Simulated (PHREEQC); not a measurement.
Copper plating or etch bath: an equilibrium model

Make-up at 25 °C: 1.4 mmol/kgw Cu(NO3)2, 0.72 mmol/kgw HCl and 80 mmol/kgw H3BO3. Closed to the air; pH follows from the charge balance.

Model: ion-association model, phreeqc.dat, run in PHREEQC.

This is a speciation only: nothing precipitates in the calculation.

Predict the pH.

pH 3.17.
